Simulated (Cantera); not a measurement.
An adiabatic, constant-volume homogeneous reactor starts with H2 : O2 : N2 = 1 : 0.333 : 1.25 (molar parts), at 1750 K and 0.300 bar.

Model: the H2/O2 subset of GRI-Mech 3.0, which has no nitrogen chemistry, integrated in Cantera.

x: mole fraction; the columns are a selection and need not sum to one.

| t (s) | T (K) | P (bar) | x H2 | x O2 | x O | x H | x HO2 | x H2O | x OH |
|---|---|---|---|---|---|---|---|---|---|
| 2.00e-6 | 1750 | 0.300 | 0.387 | 0.129 | 3.41e-7 | 3.69e-6 | … | 1.47e-6 | 3.90e-7 |
| 6.32e-6 | 1750 | 0.300 | 0.387 | 0.129 | 5.56e-6 | 5.51e-5 | … | 5.23e-5 | 6.36e-6 |
| 2.00e-5 | 1800 | 0.308 | 0.288 | 0.0891 | 0.00634 | 0.0593 | … | 0.0662 | 0.00710 |
| 6.32e-5 | 2095 | 0.354 | 0.122 | 0.0136 | 0.0205 | 0.139 | … | 0.189 | 0.0253 |
| 0.000200 | 2519 | 0.414 | 0.135 | 0.00952 | 0.0155 | 0.100 | … | 0.203 | 0.0318 |
| 0.000632 | 2900 | 0.464 | 0.142 | 0.00613 | 0.00991 | 0.0693 | 3.01e-6 | 0.221 | 0.0329 |
| 0.00200 | 2918 | 0.466 | 0.143 | 0.00597 | 0.00964 | 0.0679 | 3.10e-6 | 0.222 | 0.0328 |
| 0.00632 | 2918 | 0.466 | 0.143 | 0.00597 | 0.00964 | 0.0679 | 3.10e-6 | 0.222 | 0.0328 |
| 0.0200 | 2918 | 0.466 | 0.143 | 0.00597 | 0.00964 | 0.0679 | 3.10e-6 | 0.222 | 0.0328 |
| 0.0632 | 2918 | 0.466 | 0.143 | 0.00597 | 0.00964 | 0.0679 | 3.10e-6 | 0.222 | 0.0328 |
| 0.200 | 2918 | 0.466 | 0.143 | 0.00597 | 0.00964 | 0.0679 | 3.10e-6 | 0.222 | 0.0328 |
| 0.632 | 2918 | 0.466 | 0.143 | 0.00597 | 0.00964 | 0.0679 | 3.10e-6 | 0.222 | 0.0328 |
| 2.00 | 2918 | 0.466 | 0.143 | 0.00597 | 0.00964 | 0.0679 | 3.10e-6 | 0.222 | 0.0328 |

Some entries are withheld; supply them.


- 2.00e-6, x HO2: 2.44e-6
- 6.32e-6, x HO2: 7.29e-6
- 2.00e-5, x HO2: 8.76e-6
- 6.32e-5, x HO2: 2.19e-6
- 0.000200, x HO2: 1.86e-6
